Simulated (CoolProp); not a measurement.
Properties of CH2F2 (R32) along the isotherm 372.9 K (Tc = 351.3 K, pc = 5.783 MPa, ω = 0.277).

The numbers come from the reference Helmholtz-energy equation of state, Tillner-Roth 1997 in CoolProp.

```json
[
 {"p (MPa)": "0.00914", "phase": "gas", "density (kg/m³)": "0.1534", "speed of sound (m/s)": "267.8"},
 {"p (MPa)": "0.0134", "phase": "gas", "density (kg/m³)": "0.2250", "speed of sound (m/s)": "267.8"},
 {"p (MPa)": "0.0197", "phase": "gas", "density (kg/m³)": "0.3309", "speed of sound (m/s)": "267.7"},
 {"p (MPa)": "0.0289", "phase": "gas", "density (kg/m³)": "0.4857", "speed of sound (m/s)": "267.6"},
 {"p (MPa)": "0.0424", "phase": "gas", "density (kg/m³)": "0.7131", "speed of sound (m/s)": "267.5"},
 {"p (MPa)": "0.0623", "phase": "gas", "density (kg/m³)": "1.049", "speed of sound (m/s)": "267.3"},
 {"p (MPa)": "0.0914", "phase": "gas", "density (kg/m³)": "1.541", "speed of sound (m/s)": "267.1"},
 {"p (MPa)": "0.134", "phase": "gas", "density (kg/m³)": "2.265", "speed of sound (m/s)": "266.7"},
 {"p (MPa)": "0.197", "phase": "gas", "density (kg/m³)": "3.341", "speed of sound (m/s)": "266.1"},
 {"p (MPa)": "0.289", "phase": "gas", "density (kg/m³)": "4.927", "speed of sound (m/s)": "265.3"},
 {"p (MPa)": "0.424", "phase": "gas", "density (kg/m³)": "7.284", "speed of sound (m/s)": "264.0"},
 {"p (MPa)": "0.623", "phase": "gas", "density (kg/m³)": "10.82", "speed of sound (m/s)": "262.2"},
 {"p (MPa)": "0.914", "phase": "gas", "density (kg/m³)": "16.15", "speed of sound (m/s)": "259.5"},
 {"p (MPa)": "1.34", "phase": "gas", "density (kg/m³)": "24.31", "speed of sound (m/s)": "255.5"},
 {"p (MPa)": "1.97", "phase": "gas", "density (kg/m³)": "37.24", "speed of sound (m/s)": "249.3"},
 {"p (MPa)": "2.89", "phase": "gas", "density (kg/m³)": "58.40", "speed of sound (m/s)": "240.0"}
]
```
